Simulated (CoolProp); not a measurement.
Dimethyl carbonate along the isotherm 333.7 K: density (kg/m³) from the reference equation and from simpler models built on Tc = 557.0 K, pc = 49.09 bar, ω = 0.346; each cubic takes its own stable root.

The numbers come from the reference Helmholtz-energy equation of state, Zhou 2011 in CoolProp.

| p (bar) | phase | reference |
|---|---|---|
| 16.4 | liquid | 1017 |
| 32.7 | liquid | 1019 |
| 49.1 | liquid | 1021 |
| 65.5 | liquid | 1023 |
| 81.8 | liquid | 1025 |
| 98.2 | liquid | 1027 |
| 115 | liquid | 1029 |
| 131 | liquid | 1030 |
| 147 | liquid | 1032 |
| 164 | liquid | 1034 |
| 180 | liquid | 1035 |
| 196 | liquid | 1037 |
| 213 | liquid | 1039 |
| 229 | liquid | 1040 |
| 245 | liquid | 1042 |

**Question.** How far does each simpler model (Redlich-Kwong, Soave-Redlich-Kwong) lie from the reference over these 15 states: mean and median of the absolute difference, and the worst?

**Answer.** 
- Redlich-Kwong: mean 13.5 %, median 13.4 %, worst -14.4 % at 333.7 K and 16.4 bar
- Soave-Redlich-Kwong: mean 10.6 %, median 10.5 %, worst -10.8 % at 333.7 K and 16.4 bar
